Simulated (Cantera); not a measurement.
Feed: 1 mol H2S, 0.035 mol O2, 28 mol N2, held at 2502 °C.

Method: chemical equilibrium by Gibbs-energy minimisation in Cantera with the NASA 1993 tables (ideal gas, pure condensed phases). Candidate condensed phases: H2O, H2SO4, S; 35 gas species. Rates play no part.

Problem. At 10.5 Torr, list the 6 most abundant gas species with their mole fractions, and the condensed phases.

Solution. N2 0.910, H 0.0511, S 0.0292, H2 0.00652, SO 0.00115, S2 0.000774. Condensed: gas only.
